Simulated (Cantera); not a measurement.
Standard-state values (1 bar) from the NASA 1993 polynomials, evaluated with Cantera. Values are per mole of reaction as written; species without (g) are pure solids or liquids, kept so even where they would boil at 1 bar.

Task: Between 475 and 1375 K, where is each reaction favourable under standard conditions?
- 4 O₂(g) + 4 Na + S₂(g) ⇌ 2 Na₂SO₄
- Na₂S + 2 O(g) ⇌ SO₂(g) + 2 Na

Result: 
- 4 O₂(g) + 4 Na + S₂(g) ⇌ 2 Na₂SO₄: ΔG° is -2448 kJ at 475 K and -1655 kJ at 1375 K; it stays negative (K > 1). ΔH° is -2762 kJ and ΔS° -805 J/K at 1375 K.
- Na₂S + 2 O(g) ⇌ SO₂(g) + 2 Na: ΔG° is -397 kJ at 475 K and -326 kJ at 1375 K; it stays negative (K > 1). ΔH° is -465 kJ and ΔS° -101 J/K at 1375 K.
